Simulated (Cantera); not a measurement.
An isothermal, constant-pressure homogeneous reactor starts with CH4 : CO2 : H2 = 1 : 0.68 : 0.06 (molar parts), at 1500 K and 24.0 bar. Integrator tolerance rtol = 1e-08.

Cantera simulation using GRI-Mech 3.0 (53 species, 325 reactions); the numbers are that mechanism's predictions, not measurements. The pressure lies above the range GRI-Mech 3.0 was tuned for (to about 10 atm).

```csv
quantity,before,after
x(CH4) at 2.00 s,0.249 (gas-phase equilibrium 0.102),0.465 (gas-phase equilibrium 0.440)
x(CO2) at 2.00 s,0.0865 (gas-phase equilibrium 0.000376),0.0113 (gas-phase equilibrium 8.17e-6)
x(H2) at 2.00 s,0.180 (gas-phase equilibrium 0.457),0.251 (gas-phase equilibrium 0.327)
x(H2O2) at 2.00 s,<1e-12 (gas-phase equilibrium <1e-12),<1e-12 (gas-phase equilibrium <1e-12)
x(HO2) at 2.00 s,<1e-12 (gas-phase equilibrium <1e-12),<1e-12 (gas-phase equilibrium <1e-12)
x(H2O) at 2.00 s,0.138 (gas-phase equilibrium 0.00102),0.0612 (gas-phase equilibrium 3.69e-5)
x(C2H6) at 2.00 s,0.00117 (gas-phase equilibrium 7.78e-5),0.00292 (gas-phase equilibrium 0.00201)
```

Question: Which change was made?
A. pressure from 24.0 bar to 0.980 bar
B. CO2 0.68 to 6.8 parts
C. CO2 0.68 to 0.15 parts
D. temperature 1500 to 1800 K

Answer: C, CO2 0.68 to 0.15 parts
